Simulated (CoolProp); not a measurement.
Computed with CoolProp (reference Helmholtz-energy equation of state, Zhou 2012).

Q: For p-xylene, give the phase and the Joule-Thomson coefficient (K/MPa), viscosity (µPa s), fugacity coefficient at 234.65 °C and 44.2 bar; 290.75 °C and 44.2 bar; 346.85 °C and 44.2 bar.

A: 
- 234.65 °C and 44.2 bar: liquid; Joule-Thomson coefficient -0.0355, viscosity 122, fugacity coefficient 0.169
- 290.75 °C and 44.2 bar: liquid; Joule-Thomson coefficient 0.407, viscosity 86.3, fugacity coefficient 0.338
- 346.85 °C and 44.2 bar: supercritical; Joule-Thomson coefficient 3.72, viscosity 57.5, fugacity coefficient 0.549

Viscosity comes from a separate model (Balogun 2015).
